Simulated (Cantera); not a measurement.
What does this Cantera script print?

```python
import numpy as np
import cantera as ct

gas_names = """
    H H2 Ti
""".split()
cond_names = """
    Ti(a) Ti(b) Ti(L)
""".split()


# ... load() reads the species with a 1 bar reference pressure and builds the phases ...
atoms = {
    'Ti': {'Ti': 1},
    'H2': {'H': 2},
}
top_T = {}  # K; cautious upper limits of use, not melting points


# ... equilibrate(T, P, feed) seeds the gas with the atoms and calls Mixture.equilibrate('TP', solver="vcs", rtol=1e-11, max_steps=5000) ...
results = []
feed = {'Ti': 1, 'H2': 1.8}  # mol
P = 4000  # Pa
for T in [1048, 1148, 1248, 1348, 1448, 1548, 1648, 1748, 1848, 1948]:
    mix = equilibrate(T, P, feed)
    results.append((T, P, feed, dict(zip(mix.species_names, mix.species_moles))))

top = {s: max(r[3][s] / sum(r[3][g] for g in gas_names) for r in results) for s in gas_names}
cols = sorted((s for s in top if top[s] > 1e-06), key=lambda s: -top[s])[:6]
seen = [c for c in cond_names if any(r[3].get(c, 0) > 1e-12 for r in results)]
print("log10 of partial pressures in bar; condensed amounts in mol")
print(f"{'T/K':>10s}" + "".join(f"{s[:9]:>10s}" for s in cols + seen))
for T, P, feed, n in results:
    ng = sum(n[g] for g in gas_names)
    print(f"{T:10.4g}" + "".join(f"{np.log10(max(n[s] / ng * P / 1e5, 1e-99)):10.3f}" for s in cols)
          + "".join(f"{n.get(c, 0):10.4g}" for c in seen))
```

It prints:

```
log10 of partial pressures in bar; condensed amounts in mol
       T/K        H2         H        Ti     Ti(a)     Ti(b)     Ti(L)
      1048    -1.398    -8.811   -15.924         1         0         0
      1148    -1.398    -7.844   -13.895         1         0         0
      1248    -1.398    -7.030   -12.208         0         1         0
      1348    -1.398    -6.335   -10.775         0         1         0
      1448    -1.398    -5.734    -9.543         0         1         0
      1548    -1.398    -5.211    -8.472         0         1         0
      1648    -1.398    -4.749    -7.533         0         1         0
      1748    -1.398    -4.340    -6.704         0         1         0
      1848    -1.399    -3.975    -5.967         0         1         0
      1948    -1.400    -3.647    -5.308         0         0    0.9998
```

Cantera equilibrium calculation (NASA polynomials, part measured and part estimated; ideal gas, pure solids and liquids).
